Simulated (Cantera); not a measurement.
# Adiabatic ignition

An adiabatic, constant-pressure homogeneous reactor starts with 6.38 % CH4, 19.6 % O2, 74.0 % N2, equivalence ratio 0.65, at 1425 K and 2.66 atm.

Model: GRI-Mech 3.0 (53 species, 325 reactions), integrated in Cantera.

```
t (s)     T (K)   x CH4    x O2    x C2H4   x H2O2     x NO     x CH3
--------  -----  ------  ------  --------  -------  -------  --------
3.00e-6    1425  0.0638   0.196    <1e-12  1.43e-9   <1e-12   2.32e-7
1.11e-5    1425  0.0638   0.196  2.06e-11  1.28e-8   <1e-12   9.54e-7
4.13e-5    1425  0.0638   0.196   1.95e-9  6.40e-8   <1e-12   4.88e-6
0.000153   1425  0.0637   0.196   3.89e-7  1.55e-7   <1e-12   3.68e-5
0.000569   1432  0.0622   0.195   4.50e-5  1.02e-6   <1e-12  0.000133
0.00211    2573  <1e-12  0.0671    <1e-12  4.11e-7  0.00311    <1e-12
0.00783    2561  <1e-12  0.0633    <1e-12  3.91e-7   0.0110    <1e-12
0.0291     2558  <1e-12  0.0622    <1e-12  3.85e-7   0.0133    <1e-12
0.108      2558  <1e-12  0.0622    <1e-12  3.85e-7   0.0133    <1e-12
0.400      2558  <1e-12  0.0622    <1e-12  3.85e-7   0.0133    <1e-12
```
x: mole fraction; the columns are a selection and need not sum to one.

```yaml
time_of_steepest_temperature_rise: 0.997 ms
temperature at 0.400 s: 2558 K
equilibrium_temperature: 2558 K
x(CH4) at 0.400 s: <1e-12 (gas-phase equilibrium <1e-12)
x(O2) at 0.400 s: 0.0622 (gas-phase equilibrium 0.0622)
x(C2H4) at 0.400 s: <1e-12 (gas-phase equilibrium <1e-12)
```
